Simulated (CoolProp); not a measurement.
Vapour-liquid equilibrium of benzene (1) + p-xylene (2) at 1140 kPa; x and y are mole fractions of (1).

Model: multi-fluid Helmholtz-energy mixture model, Thol 2012 and Zhou 2012; pair parameters Bell 2016, in CoolProp.

| x | bubble temperature, mixture model (K) | bubble temperature, Raoult's law (K) | y, mixture model | y, Raoult's law |
|---|---|---|---|---|
| 0.05 | 527.4 | 526.1 | 0.100 | 0.136 |
| 0.125 | 520.3 | 517.7 | 0.237 | 0.304 |
| 0.2 | 513.4 | 510.0 | 0.361 | 0.438 |
| 0.275 | 506.7 | 503.2 | 0.469 | 0.546 |
| 0.35 | 500.4 | 496.9 | 0.564 | 0.635 |
| 0.425 | 494.4 | 491.1 | 0.646 | 0.708 |
| 0.5 | 488.8 | 485.9 | 0.716 | 0.770 |
| 0.575 | 483.5 | 481.0 | 0.777 | 0.821 |
| 0.65 | 478.6 | 476.5 | 0.830 | 0.865 |
| 0.725 | 473.9 | 472.3 | 0.876 | 0.902 |
| 0.8 | 469.6 | 468.4 | 0.916 | 0.934 |
| 0.875 | 465.5 | 464.7 | 0.951 | 0.962 |
| 0.95 | 461.6 | 461.3 | 0.982 | 0.986 |

The largest gap from Raoult's law is +3.5 K in bubble temperature, at x = 0.35. No azeotrope shows between x = 0.05 and 0.95.

The pair parameters rest on a limited set of measurements; away from them the model extrapolates.
